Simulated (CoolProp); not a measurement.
Saturated liquid density (kg/m³) of methane: the reference equation beside estimates from Tc = -82.6 °C, pc = 4.599 MPa, ω = 0.011. Rackett uses Z = 0.29056 − 0.08775 ω.

The numbers come from the reference Helmholtz-energy equation of state, Setzmann 1991 in CoolProp.

| T (°C) | reference | Rackett | van der Waals | Redlich-Kwong | Soave-Redlich-Kwong | Peng-Robinson |
|---|---|---|---|---|---|---|
| -155.35 | … | 412.3 | … | 416.3 | 410.7 | 463.9 |
| -151.35 | 407.1 | 406.1 | 279.2 | 408.9 | 403.5 | 456.1 |
| -147.35 | 400.8 | 399.8 | 274.7 | … | 396.1 | 448.0 |
| -143.35 | 394.4 | 393.2 | 270.1 | 393.0 | 388.3 | 439.4 |
| -139.45 | 387.9 | … | 265.4 | 384.7 | 380.4 | 430.6 |
| -135.45 | 381.0 | 379.8 | 260.5 | 375.8 | 371.9 | 421.2 |
| -131.45 | 373.8 | 372.6 | … | 366.6 | 363.0 | … |
| -127.45 | 366.3 | 365.1 | … | 356.8 | 353.6 | 400.7 |
| -123.45 | 358.5 | 357.3 | 244.1 | 346.5 | 343.7 | 389.5 |
| -119.55 | 350.5 | 349.3 | 238.2 | 336.0 | 333.5 | … |

Question: Complete the blanks.

Answer: 
- -155.35, reference: 413.3
- -155.35, van der Waals: 283.4
- -147.35, Redlich-Kwong: 401.1
- -139.45, Rackett: 386.7
- -131.45, van der Waals: 255.3
- -131.45, Peng-Robinson: 411.2
- -127.45, van der Waals: 249.8
- -119.55, Peng-Robinson: 377.9

Absolute difference from the reference over all 10 rows, mean and median: Rackett 0.3 and 0.3 %, van der Waals 31.6 and 31.6 %, Redlich-Kwong 1.6 and 1.1 %, Soave-Redlich-Kwong 2.4 and 2.2 %, Peng-Robinson 10.5 and 10.8 %.
